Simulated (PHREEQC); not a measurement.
Solution (20 °C): 0.0022 mol H2SO4, 0.00039 mol AlCl3 and 0.0028 mol MnSO4 per kg of water. Closed to the air; pH follows from the charge balance.

All values are PHREEQC results (ion-association model, phreeqc.dat), not measurements.

No solid was allowed to form.

Q: Predict the pH.

A: pH 2.48.

Q: In which forms is S present?

A: SO4-2 70 %, HSO4- 14 %, MnSO4 10 %, AlSO4+ 5.5 %, Al(SO4)2- 0.7 % of the S.

Complexes and solids missing from the database can't appear.
